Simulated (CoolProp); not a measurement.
The fluid at 293.15 K and 1.94 MPa (liquid) is heated at constant pressure to 485.9 K. The same conditions are run with several fluids, on thermodynamics alone (safety and materials aside).

Model: reference Helmholtz-energy equation of state of each fluid (ammonia: Gao 2020; cis-2-butene: Lemmon 2005; neopentane: Lemmon 2006; trans-2-butene: Lemmon 2005), in CoolProp.

Task: Rank ammonia, cis-2-butene, neopentane, trans-2-butene by heat (kJ/kg), highest first.

Result: ammonia (1650), trans-2-butene (732), cis-2-butene (722), neopentane (689)

```json
[
 {"fluid": "ammonia", "final density (kg/m³)": "8.46"},
 {"fluid": "cis-2-butene", "final density (kg/m³)": "30.6"},
 {"fluid": "neopentane", "final density (kg/m³)": "41.0"},
 {"fluid": "trans-2-butene", "final density (kg/m³)": "30.5"}
]
```
